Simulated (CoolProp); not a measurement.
Vapour-liquid equilibrium of R134a (1) + R1234ze(E) (2) at 0.372 MPa; x and y are mole fractions of (1).

Model: multi-fluid Helmholtz-energy mixture model, Tillner-Roth 1994 and Thol 2016; pair parameters Bell 2022, in CoolProp.

```csv
x,bubble temperature (°C),y at the bubble point,dew temperature at overall composition x (°C),liquid density (mol/L)
0.05,14.8,0.073,?,10.56
0.2,12.6,0.262,?,?
0.35,11.0,0.420,11.7,11.13
0.5,?,0.562,10.2,11.42
0.65,?,?,9.0,11.72
0.8,?,?,7.9,12.03
0.95,7.0,0.956,7.0,12.36
```

### Question
Some entries are withheld; supply them.

### Answer

- 0.05, dew temperature at overall composition x (°C): 15.1
- 0.2, dew temperature at overall composition x (°C): 13.3
- 0.2, liquid density (mol/L): 10.84
- 0.5, bubble temperature (°C): 9.7
- 0.65, bubble temperature (°C): 8.6
- 0.65, y at the bubble point: 0.696
- 0.8, bubble temperature (°C): 7.7
- 0.8, y at the bubble point: 0.826

No azeotrope shows between x = 0.05 and 0.95.

The pair parameters rest on a limited set of measurements; away from them the model extrapolates.
